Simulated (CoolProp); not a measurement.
Cyclohexane at several states: fugacity coefficient from the reference equation and from simpler models built on Tc = 280.5 °C, pc = 4.081 MPa, ω = 0.209; each cubic takes its own stable root.

Computed with CoolProp (reference Helmholtz-energy equation of state, Zhou 2014).

```csv
T (°C),p (MPa),phase,reference,van der Waals,Soave-Redlich-Kwong,Peng-Robinson
145.35,1.54,liquid,0.3047,___,___,0.3025
191.55,0.0402,gas,0.9942,0.9956,0.9942,0.9938
293.35,0.0285,gas,0.9978,0.9980,0.9978,0.9975
33.25,0.0965,liquid,0.1920,0.9728,___,0.2024
23.15,2.61,liquid,___,0.07638,___,___
```

### Question
Fill in the missing entries.

### Answer

- 145.35, van der Waals: 0.6595
- 145.35, Soave-Redlich-Kwong: 0.3084
- 33.25, Soave-Redlich-Kwong: 0.1946
- 23.15, reference: 0.005101
- 23.15, Soave-Redlich-Kwong: 0.005241
- 23.15, Peng-Robinson: 0.005432

At some of these states van der Waals gives the other phase, because its saturation line lies elsewhere.
